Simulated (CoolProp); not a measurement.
Saturation properties of R1233zd(E) (Tc = 438.9 K, pc = 3.583 MPa, ω = 0.304).

Computed with CoolProp (reference Helmholtz-energy equation of state, Akasaka 2022).

```json
[
 {"T (K)": "200.4", "p (MPa)": "0.0004705", "liquid density (kg/m³)": "1476", "vapour density (kg/m³)": "0.03687", "enthalpy of vaporisation (kJ/kg)": "235.3", "liquid cp (kJ/(kg K))": "1.014"},
 {"T (K)": "209.5", "p (MPa)": "0.001041", "liquid density (kg/m³)": "1458", "vapour density (kg/m³)": "0.07808", "enthalpy of vaporisation (kJ/kg)": "231.1", "liquid cp (kJ/(kg K))": "1.028"},
 {"T (K)": "218.6", "p (MPa)": "0.002129", "liquid density (kg/m³)": "1439", "vapour density (kg/m³)": "0.1532", "enthalpy of vaporisation (kJ/kg)": "227.0", "liquid cp (kJ/(kg K))": "1.042"},
 {"T (K)": "227.7", "p (MPa)": "0.004069", "liquid density (kg/m³)": "1420", "vapour density (kg/m³)": "0.2815", "enthalpy of vaporisation (kJ/kg)": "223.0", "liquid cp (kJ/(kg K))": "___"},
 {"T (K)": "236.9", "p (MPa)": "0.007372", "liquid density (kg/m³)": "1401", "vapour density (kg/m³)": "0.4913", "enthalpy of vaporisation (kJ/kg)": "218.9", "liquid cp (kJ/(kg K))": "1.072"},
 {"T (K)": "246", "p (MPa)": "0.01260", "liquid density (kg/m³)": "1381", "vapour density (kg/m³)": "0.8109", "enthalpy of vaporisation (kJ/kg)": "214.9", "liquid cp (kJ/(kg K))": "1.087"},
 {"T (K)": "255.1", "p (MPa)": "0.02057", "liquid density (kg/m³)": "1361", "vapour density (kg/m³)": "1.282", "enthalpy of vaporisation (kJ/kg)": "210.9", "liquid cp (kJ/(kg K))": "1.103"},
 {"T (K)": "264.2", "p (MPa)": "0.03226", "liquid density (kg/m³)": "___", "vapour density (kg/m³)": "1.951", "enthalpy of vaporisation (kJ/kg)": "206.9", "liquid cp (kJ/(kg K))": "1.119"},
 {"T (K)": "273.4", "p (MPa)": "0.04905", "liquid density (kg/m³)": "1321", "vapour density (kg/m³)": "2.886", "enthalpy of vaporisation (kJ/kg)": "202.7", "liquid cp (kJ/(kg K))": "1.137"},
 {"T (K)": "282.5", "p (MPa)": "0.07192", "liquid density (kg/m³)": "1300", "vapour density (kg/m³)": "4.129", "enthalpy of vaporisation (kJ/kg)": "198.5", "liquid cp (kJ/(kg K))": "1.154"},
 {"T (K)": "291.6", "p (MPa)": "0.1026", "liquid density (kg/m³)": "___", "vapour density (kg/m³)": "5.760", "enthalpy of vaporisation (kJ/kg)": "194.1", "liquid cp (kJ/(kg K))": "1.172"}
]
```

Question: Some entries are withheld; supply them.

Answer: 
- 227.7, liquid cp (kJ/(kg K)): 1.057
- 264.2, liquid density (kg/m³): 1341
- 291.6, liquid density (kg/m³): 1279

It boils at 291.3 K under 1 atm.
